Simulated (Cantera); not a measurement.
Feed: 1 mol CH3SiH3, 0.17 mol CH4, 9.8 mol H2, held at 725 °C and 1.00 bar.

Cantera equilibrium calculation (NASA polynomials, part measured and part estimated; ideal gas, pure solids and liquids). Candidate condensed phases: C, C6H6, C7H8, C8H18, Si, SiC; 87 gas species. The feed counts by its element totals alone. Rates play no part.

Base state: H2 0.987, CH4 0.0131 (mole fractions); condensed: SiC(s).

**Question.** What changes in the equilibrium state with this change: pressure from 1.00 bar to 96.0 mbar?

**Answer.** 
| species | before | after |
|---|---|---|
| H2 | 0.987 | 0.991 |
| CH4 | 0.0131 | 0.00919 |
| SiC(s), mol | 1.00 | 1.00 |
| C(graphite), mol | 0 | 0.0503 |

**Question.** What changes in the equilibrium state with this change: pressure from 1.00 bar to 17.0 mbar?

**Answer.** 
```json
[
 {"species": "H2", "before": "0.987", "after": "0.998"},
 {"species": "CH4", "before": "0.0131", "after": "0.00165"},
 {"species": "SiC(s), mol", "before": "1.00", "after": "1.00"},
 {"species": "C(graphite), mol", "before": "0", "after": "0.148"}
]
```

**Question.** What changes in the equilibrium state with this change: CH3SiH3 replaced by SiF4?

**Answer.** 
```
species      before     after
-----------  ------  --------
H2            0.987     0.893
SiF4              0    0.0907
CH4          0.0131    0.0155
HF                0  0.000414
SiHF3             0  0.000409
SiC(s), mol    1.00         0
```
